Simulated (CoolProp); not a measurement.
Saturation properties of 1,2-dichloroethane (Tc = 561.6 K, pc = 5226 kPa, ω = 0.269).

Values from CoolProp's reference Helmholtz-energy equation of state, Thol 2015.

| T (K) | p (kPa) | liquid density (kg/m³) | vapour density (kg/m³) | enthalpy of vaporisation (kJ/kg) | liquid cp (kJ/(kg K)) |
|---|---|---|---|---|---|
| 388 | 247.3 | 1105 | 8.043 | 305.8 | 1.411 |
| 399.4 | 328.7 | 1085 | 10.53 | 298.4 | 1.430 |
| 410.7 | 428.4 | 1064 | 13.56 | 290.8 | 1.450 |
| 422 | 549.5 | 1043 | 17.24 | 282.8 | 1.471 |
| 433.3 | 694.8 | 1021 | 21.68 | 274.3 | 1.495 |
| 444.6 | 867.3 | 997.9 | 27.00 | 265.3 | 1.521 |
| 455.9 | 1070 | 974.0 | 33.36 | 255.7 | 1.550 |
| 467.2 | 1306 | 948.8 | 40.98 | 245.4 | 1.584 |
| 478.6 | 1582 | 922.1 | 50.19 | 234.1 | 1.625 |
| 489.9 | 1897 | 893.9 | 61.20 | 221.9 | 1.676 |

It boils at 356.6 K under 1 atm.
